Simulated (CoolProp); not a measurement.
Ethane at several states: density (kg/m³) from the reference equation and from simpler models built on Tc = 305.3 K, pc = 4872 kPa, ω = 0.099; each cubic takes its own stable root.

The numbers come from the reference Helmholtz-energy equation of state, Bücker 2006 in CoolProp.

```csv
T (K),p (kPa),phase,reference
161.7,3430,liquid,574.0
565.2,13.1,gas,0.08383
258,297,gas,4.316
303.1,223,gas,2.704
521.1,1950,gas,13.81
```

Q: How far does each simpler model (van der Waals, Redlich-Kwong, Soave-Redlich-Kwong, Peng-Robinson) lie from the reference over these 5 states: mean and median of the absolute difference, and the worst?

A: 
- van der Waals: mean 7.3 %, median 0.8 %, worst -34.5 % at 161.7 K and 3430 kPa
- Redlich-Kwong: mean 0.8 %, median 0.1 %, worst -3.4 % at 161.7 K and 3430 kPa
- Soave-Redlich-Kwong: mean 0.8 %, median 0.0 %, worst -3.4 % at 161.7 K and 3430 kPa
- Peng-Robinson: mean 1.9 %, median 0.2 %, worst +8.7 % at 161.7 K and 3430 kPa
